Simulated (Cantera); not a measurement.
**Adiabatic ignition**

An adiabatic, constant-volume homogeneous reactor starts with 2.73 % C3H8, 9.76 % O2, 87.5 % N2, at 1448 K and 2.27 atm.

Detailed kinetics in Cantera: GRI-Mech 3.0 (53 species, 325 reactions). GRI-Mech 3.0 was tuned for natural gas; its chemistry of propane as a main component is partial and can be far from experiment.

```csv
t (s),T (K),P (bar),x C3H8,x O2,x HO2,x CH3,x H2
4.00e-6,1446,2.30,0.0271,0.0975,3.46e-5,0.000239,7.12e-5
9.37e-6,1444,2.30,0.0265,0.0973,4.34e-5,0.000528,0.000237
2.20e-5,1442,2.30,0.0250,0.0968,3.50e-5,0.000720,0.000719
5.14e-5,1443,2.31,0.0213,0.0952,4.99e-5,0.000717,0.00204
0.000120,1499,2.45,0.00753,0.0834,0.000269,0.00103,0.0102
0.000282,2524,4.29,<1e-12,0.000377,2.47e-7,<1e-12,0.0233
0.000661,2549,4.33,<1e-12,0.000150,9.05e-8,<1e-12,0.0232
0.00155,2548,4.33,<1e-12,0.000143,8.64e-8,<1e-12,0.0233
0.00363,2547,4.32,<1e-12,0.000141,8.47e-8,<1e-12,0.0233
0.00850,2546,4.32,<1e-12,0.000139,8.36e-8,<1e-12,0.0234
0.0199,2546,4.32,<1e-12,0.000138,8.35e-8,<1e-12,0.0234
0.0467,2546,4.32,<1e-12,0.000138,8.35e-8,<1e-12,0.0234
0.109,2546,4.32,<1e-12,0.000138,8.35e-8,<1e-12,0.0234
0.256,2546,4.32,<1e-12,0.000138,8.35e-8,<1e-12,0.0234
0.600,2546,4.32,<1e-12,0.000138,8.35e-8,<1e-12,0.0234
```
x: mole fraction; the columns are a selection and need not sum to one.

| Item | Value |
|---|---|
| time of steepest temperature rise | 0.140 ms |
| temperature at 0.600 s | 2546 K |
| equilibrium temperature | 2546 K |
| x(C3H8) at 0.600 s | <1e-12 (gas-phase equilibrium <1e-12) |
| x(O2) at 0.600 s | 0.000138 (gas-phase equilibrium 0.000138) |
| x(HO2) at 0.600 s | 8.35e-8 (gas-phase equilibrium 8.35e-8) |
